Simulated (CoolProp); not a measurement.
Model: reference Helmholtz-energy equation of state, Lemmon 2003, in CoolProp. It is a pseudo-pure fit of the blend.

For R410A, give the phase and the cp (kJ/(kg K)), cv (kJ/(kg K)) at 410 K and 101 kPa.


- 410 K and 101 kPa: gas; cp 0.979, cv 0.862
